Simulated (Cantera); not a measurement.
Charge: 1 mol SiCl₄, 4.3 mol N₂, at 1325 K and 230 Pa.

Method: chemical equilibrium by Gibbs-energy minimisation in Cantera with the NASA 1993 tables (ideal gas, pure condensed phases). Candidate condensed phases: Si, Si₃N₄; 13 gas species. The tables' values for SiCl₃ are old estimates; treat these amounts as uncertain. Equilibrium is a limit: real reactors are often held back by kinetics, nucleation or transport.

Base state: N₂ 0.810, SiCl₄ 0.187, Cl 0.00155, SiCl₃ 0.00147, SiCl₂ 6.30e-5, Cl₂ 2.32e-5 (mole fractions); condensed: gas only.

Q: What changes in the equilibrium state with this change: pressure from 230 Pa to 26.0 Pa?

A: 
```json
[
 {"species": "N₂", "before": "0.810", "after": "0.807"},
 {"species": "SiCl₄", "before": "0.187", "after": "0.183"},
 {"species": "Cl", "before": "0.00155", "after": "0.00493"},
 {"species": "SiCl₂", "before": "6.30e-5", "after": "0.000480"},
 {"species": "SiCl₃", "before": "0.00147", "after": "0.00402"},
 {"species": "Cl₂", "before": "2.32e-5", "after": "2.65e-5"}
]
```

Q: What changes in the equilibrium state with this change: temperature from 1325 K to 2048 K?

A: 
```
species   before     after
-------  -------  --------
N₂         0.810     0.595
Cl       0.00155     0.266
SiCl₂    6.30e-5     0.128
SiCl₄      0.187  0.000710
SiCl       <1e-9  0.000275
Si         <1e-9   3.14e-5
Cl₂      2.32e-5  0.000209
```
The tables' values for SiCl₃, SiCl are old estimates; treat these amounts as uncertain.
